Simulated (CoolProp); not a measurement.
Ethane at several states: density (kg/m³) from the reference equation and from simpler models built on Tc = 32.2 °C, pc = 4.872 MPa, ω = 0.099; each cubic takes its own stable root.

Values from CoolProp's reference Helmholtz-energy equation of state, Bücker 2006.

```json
[
 {"T (°C)": "156.95", "p (MPa)": "4.15", "phase": "gas", "reference": "38.44", "van der Waals": "39.24", "Peng-Robinson": "39.05"},
 {"T (°C)": "111.35", "p (MPa)": "26.4", "phase": "supercritical", "reference": "327.0", "van der Waals": "277.4", "Peng-Robinson": "335.9"},
 {"T (°C)": "327.05", "p (MPa)": "0.36", "phase": "gas", "reference": "2.173", "van der Waals": "2.176", "Peng-Robinson": "2.175"},
 {"T (°C)": "211.25", "p (MPa)": "5.22", "phase": "supercritical", "reference": "41.89", "van der Waals": "43.09", "Peng-Robinson": "42.44"},
 {"T (°C)": "266.85", "p (MPa)": "0.948", "phase": "gas", "reference": "6.402", "van der Waals": "6.429", "Peng-Robinson": "6.417"}
]
```
